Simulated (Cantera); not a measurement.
A freely propagating, adiabatic, planar premixed flame of 21.5 % H2, 16.5 % O2, 62.0 % N2, equivalence ratio 0.65, unburnt at 300 K and 1.20 bar; mixture-averaged transport, grid criteria slope 0.08 and curve 0.16, no radiation.

Computed with Cantera and the H2/O2 subset of GRI-Mech 3.0, which has no nitrogen chemistry. Burning velocities carry a grid error of a few per cent, more on coarse grids. Lean hydrogen flames are cellular in practice and burn faster than this planar one.

### Question
Predict: laminar burning velocity; thermal thickness; peak x(HO2); peak x(H2O2); peak x(OH); peak x(H).

### Answer
- laminar burning velocity: 95.1 cm/s
- thermal thickness: 0.291 mm
- peak x(HO2): 0.000437
- peak x(H2O2): 9.72e-5
- peak x(OH): 0.00798
- peak x(H): 0.00946
